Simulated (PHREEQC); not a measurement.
Dissolve 0.00015 mol CaBr2 and 0.0001 mol (NH4)2CO3 per kg of water at 20 °C. Closed to the air; pH follows from the charge balance.

The numbers come from PHREEQC with the ion-association model, phreeqc.dat.

No solid was allowed to form.

Q: Predict the pH.

A: pH 9.23.

Q: In which forms is N present?

A: NH4+ 60 %, NH3 40 % of the N.

Species that the database lacks are ignored.
